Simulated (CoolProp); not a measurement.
Saturation properties of methane (Tc = 190.6 K, pc = 4.599 MPa, ω = 0.011).

Computed with CoolProp (reference Helmholtz-energy equation of state, Setzmann 1991).

```csv
T (K),p (MPa),liquid cp (kJ/(kg K)),vapour Z,liquid viscosity (µPa s),vapour viscosity (µPa s)
119.3,0.1821,3.543,0.9456,99.5,4.56
123.3,0.2402,3.581,[?],92.0,[?]
127.3,0.3113,3.625,0.9211,85.3,4.88
131.3,0.3968,3.675,0.9068,[?],5.04
135.3,[?],3.733,0.8910,73.9,5.21
139.3,[?],3.800,0.8737,68.9,5.38
143.3,0.7576,3.879,0.8548,64.3,5.56
147.3,0.9184,3.973,0.8342,60.1,5.75
151.3,1.102,4.087,0.8119,56.1,5.96
155.4,[?],4.230,0.7870,52.2,[?]
159.4,1.554,4.405,0.7606,[?],6.44
```

Q: Fill in the missing entries.

A: 
- 123.3, vapour Z: 0.9340
- 123.3, vapour viscosity (µPa s): 4.72
- 131.3, liquid viscosity (µPa s): 79.3
- 135.3, p (MPa): 0.4986
- 139.3, p (MPa): 0.6183
- 155.4, p (MPa): 1.317
- 155.4, vapour viscosity (µPa s): 6.19
- 159.4, liquid viscosity (µPa s): 48.6

It boils at 111.7 K under 1 atm.

Viscosity comes from a separate model (Quiñones-Cisneros 2006).
